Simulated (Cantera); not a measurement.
Charge: 1 mol Fe, 0.22 mol H2O, 0.35 mol N2, 0.21 mol Cl2, held at 1.70 bar.

Equilibrium computed with Cantera from the NASA thermochemical tables; the gas is ideal and each condensed phase is pure. Candidate condensed phases: Fe, FeCl2, FeCl3, FeO, Fe(OH)2, Fe(OH)3, Fe2O3, Fe3O4, H2O, NH4Cl; 37 gas species. Mutual solubility and eutectic melting of coexisting phases are not modelled. The tables' stoichiometric FeO is somewhat more stable than real wüstite, so its field is too wide. FeO: taken at fixed stoichiometry. Rates play no part.

Q: Which condensed phases are stable at each of these points (T (°C)): 627, 727, 827, 927, 1027, 1127, 1227, 1327?

A: 
| T (°C) | condensed phases | Fe condensed (%) |
|---|---|---|
| 627 | Fe(α) + FeCl2(s) + FeO(s) | 99.9 |
| 727 | Fe(α) + FeCl2(l) + FeO(s) | 98.9 |
| 827 | Fe(α) + FeCl2(l) + FeO(s) | 94.6 |
| 927 | Fe(γ) + FeO(s) | 87.4 |
| 1027 | Fe(γ) + FeO(s) | 86.9 |
| 1127 | Fe(γ) + FeO(s) | 86.4 |
| 1227 | Fe(γ) + FeO(s) | 86.0 |
| 1327 | Fe(γ) + FeO(s) | 85.5 |

At 627 °C the condensed part is Fe(α) + FeCl2(s) + FeO(s). From 727 °C to 827 °C the condensed part is Fe(α) + FeCl2(l) + FeO(s). From 927 °C to 1327 °C the condensed part is Fe(γ) + FeO(s).
